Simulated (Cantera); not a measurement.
An isothermal, constant-pressure homogeneous reactor starts with H2 : O2 : N2 = 0.55 : 1 : 14 (molar parts), equivalence ratio 0.28, at 1150 K and 0.640 bar.

Cantera simulation using the H2/O2 subset of GRI-Mech 3.0, which has no nitrogen chemistry; the numbers are that mechanism's predictions, not measurements. The temperature is held fixed by assumption; the heat of reaction is taken as removed at once.

x: mole fraction; the columns are a selection and need not sum to one.

```json
[
 {"t (s)": "0.000200", "x H2": "0.0353", "x O2": "0.0643", "x O": "9.36e-6", "x H2O2": "1.21e-8", "x HO2": "4.89e-6", "x H2O": "4.24e-5"},
 {"t (s)": "0.000690", "x H2": "0.000729", "x O2": "0.0475", "x O": "0.000568", "x H2O2": "1.63e-6", "x HO2": "1.29e-5", "x H2O": "0.0348"},
 {"t (s)": "0.00238", "x H2": "5.42e-5", "x O2": "0.0475", "x O": "2.68e-5", "x H2O2": "3.86e-7", "x HO2": "2.92e-6", "x H2O": "0.0359"},
 {"t (s)": "0.00820", "x H2": "(withheld)", "x O2": "0.0475", "x O": "(withheld)", "x H2O2": "(withheld)", "x HO2": "(withheld)", "x H2O": "0.0360"},
 {"t (s)": "0.0283", "x H2": "3.37e-7", "x O2": "0.0475", "x O": "4.21e-7", "x H2O2": "1.48e-8", "x HO2": "6.08e-8", "x H2O": "0.0360"},
 {"t (s)": "0.0975", "x H2": "3.72e-8", "x O2": "0.0475", "x O": "8.96e-8", "x H2O2": "3.44e-9", "x HO2": "1.23e-8", "x H2O": "0.0360"},
 {"t (s)": "0.336", "x H2": "8.17e-9", "x O2": "0.0475", "x O": "2.32e-8", "x H2O2": "9.25e-10", "x HO2": "3.39e-9", "x H2O": "0.0360"},
 {"t (s)": "1.16", "x H2": "2.32e-9", "x O2": "0.0475", "x O": "6.82e-9", "x H2O2": "2.77e-10", "x HO2": "1.50e-9", "x H2O": "0.0360"},
 {"t (s)": "4.00", "x H2": "(withheld)", "x O2": "0.0475", "x O": "(withheld)", "x H2O2": "1.14e-10", "x HO2": "(withheld)", "x H2O": "0.0360"}
]
```

What belongs in the gaps?


- 0.00820, x H2: 4.88e-6
- 0.00820, x O: 2.75e-6
- 0.00820, x H2O2: 7.39e-8
- 0.00820, x HO2: 4.23e-7
- 4.00, x H2: 1.03e-9
- 4.00, x O: 2.77e-9
- 4.00, x HO2: 1.30e-9
